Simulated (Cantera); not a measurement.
A closed system holds: 1 mol PbO, 0.92 mol O2, 0.27 mol H2, held at 9.75 Torr.

These are equilibrium values from Cantera (NASA tables, ideal gas, pure condensed phases), not measurements of a reactor. Candidate condensed phases: H2O, Pb, PbO, PbO2, Pb3O4; 12 gas species. The numbers say what is thermodynamically allowed, not how fast it happens. All values below are at 302 °C.

Base state: O2 0.744, H2O 0.256 (mole fractions); condensed: PbO(red).

What changes in the equilibrium state with this change: 0.096 mol NH3 added?


```
species        before   after
-------------  ------  ------
O2              0.744   0.607
H2O             0.256   0.352
N2                  0  0.0409
PbO(red), mol    1.00    1.00
```

What changes in the equilibrium state with this change: H2 from 0.27 to 0.45 mol?


```csv
species,before,after
O2,0.744,0.607
H2O,0.256,0.393
"PbO(red), mol",1.00,1.00
```
